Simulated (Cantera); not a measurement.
Charge: 1 mol Si, 0.011 mol HCl, 1.3 mol N2, equilibrated at 1350 °C and 3800 Pa.

Cantera equilibrium calculation (NASA polynomials, part measured and part estimated; ideal gas, pure solids and liquids). Candidate condensed phases: NH4Cl, Si, Si3N4; 28 gas species. The tables' values for SiCl3 are old estimates; treat these amounts as uncertain. Kinetics and transport are ignored.

What is the equilibrium state?


- x(N2): 0.983
- x(HCl): 0.00906
- x(H2): 0.00397
- x(SiCl2): 0.00376
- x(SiCl3): 0.000126
- x(Cl): 4.02e-5
- x(H): 2.24e-5
- x(SiCl4): 9.90e-6
- x(SiCl): 1.66e-6
- n(Si3N4(s)): 0.332 mol
- gas amount: 0.6460 mol
- log10 activity of Si(s) (absent): -1.28
